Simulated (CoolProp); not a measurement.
Chlorine along the isotherm 8.05 °C: Z from the reference equation and from simpler models built on Tc = 143.7 °C, pc = 76.42 bar, ω = 0.070; each cubic takes its own stable root.

Computed with CoolProp (reference Helmholtz-energy equation of state, Thol 2021).

```tsv
p (bar)	phase	reference	van der Waals	Redlich-Kwong	Soave-Redlich-Kwong	Peng-Robinson
0.363	gas	0.9945	0.9965	0.9952	0.9951	0.9949
0.547	gas	0.9917	0.9947	0.9927	0.9927	0.9923
0.825	gas	0.9875	0.9919	0.9889	0.9889	0.9883
1.24	gas	0.9811	0.9878	0.9833	0.9832	0.9824
1.88	gas	0.9710	0.9814	0.9745	0.9744	0.9731
2.83	gas	0.9557	0.9718	0.9611	0.9610	0.9591
4.27	gas	0.9314	0.9568	0.9402	0.9400	0.9372
6.45	liquid	0.01354	0.9332	0.01472	0.01470	0.01299
9.73	liquid	0.02042	0.8952	0.02219	0.02216	0.01958
14.7	liquid	0.03082	0.04885	0.03348	0.03343	0.02956
22.1	liquid	0.04627	0.07316	0.05024	0.05017	0.04436
33.4	liquid	0.06980	0.1100	0.07571	0.07560	0.06688
50.4	liquid	0.1050	0.1647	0.1138	0.1136	0.1006
76	liquid	0.1577	0.2458	0.1705	0.1703	0.1508
115	liquid	0.2373	0.3668	0.2559	0.2555	0.2266
```

At some of these states van der Waals gives the other phase, because its saturation line lies elsewhere.
